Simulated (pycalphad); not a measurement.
Computed with pycalphad from the COST 507 light-alloy database (1999), at 1 atm. These are 1990s assessments: newer ones move some temperatures and phases. Amounts are mole fractions of atoms. Kinetics are ignored, which matters at the lower temperatures.

### Question
Give the equilibrium state of Si-33.7C (at.%) at 2802 °C.

### Answer
CSI, fraction 0.523, with 50.0 C at.%; LIQUID, fraction 0.477, with 15.8 C at.%.

### Question
Give the equilibrium state of Si-33.7C (at.%) at 252 °C.

### Answer
CSI, fraction 0.674, with 50.0 C at.%; DIAMOND_A4, fraction 0.326, with <0.01 C at.%.

Database names, with the compositions (at.%) that they take in these runs: CSI: Si 50 C 50. DIAMOND_A4 is diamond (Si).
